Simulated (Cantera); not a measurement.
Input: 1 mol Si3N4, 6.4 mol O2, a varied amount of H2, equilibrated at 1277 °C and 9.50 Pa.

Method: chemical equilibrium by Gibbs-energy minimisation in Cantera with the NASA 1993 tables (ideal gas, pure condensed phases). Candidate condensed phases: H2O, Si, SiO2, Si2N2O, Si3N4; 35 gas species. The tables hold silica as quartz up to 1696 K and as liquid above; real silica turns to tridymite and cristobalite and melts near 1996 K. Rates play no part.

At 15 mol H2, list the 6 most abundant gas species with their mole fractions, and the condensed phases.

H2 0.481, H2O 0.400, N2 0.118, H 0.00224, SiO 8.78e-5, OH 6.26e-5. Condensed: SiO2(β-quartz).
